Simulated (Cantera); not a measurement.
Charge: 1 mol SiC, 0.012 mol O₂, 380 mol H₂, 0.42 mol N₂O, at 20.0 Pa.

These are equilibrium values from Cantera (NASA tables, ideal gas, pure condensed phases), not measurements of a reactor. Candidate condensed phases: C, C₆H₆, C₇H₈, C₈H₁₈, H₂O, Si, SiC, SiO₂, Si₂N₂O, Si₃N₄; 151 gas species. Kinetics and transport are ignored. All values below are at 1600 °C.

Base state: H₂ 0.951, H 0.0445, Si 0.00174, CO 0.00113, N₂ 0.000961, HCN 0.000220, C₂H₂ (acetylene) 0.000210, SiC₂ 2.70e-5 (mole fractions); condensed: SiC(s).

### Question
What changes in the equilibrium state with this change: pressure from 20.0 Pa to 0.390 Pa?

### Answer
```tsv
species	before	after
H₂	0.951	0.718
H	0.0445	0.277
Si	0.00174	0.00220
SiO	1.08e-5	2.00e-7
Si₂C	2.68e-5	9.95e-7
SiC(s), mol	0.275	0
C(graphite), mol	0	0.214
```

### Question
What changes in the equilibrium state with this change: pressure from 20.0 Pa to 13.3 mbar?

### Answer
```
species             before     after
----------------  --------  --------
H₂                   0.951     0.992
H                   0.0445   0.00557
N₂                0.000961   0.00108
Si                 0.00174  0.000219
SiO                1.08e-5  0.000468
SiC₂               2.70e-5   4.84e-8
C₂H₂ (acetylene)  0.000210   3.12e-6
SiH₂               1.84e-6   1.61e-5
Si₂C               2.68e-5   3.37e-6
SiC(s), mol          0.275     0.719
```
Gases not in the tables: Si₂H₆ and higher silanes.
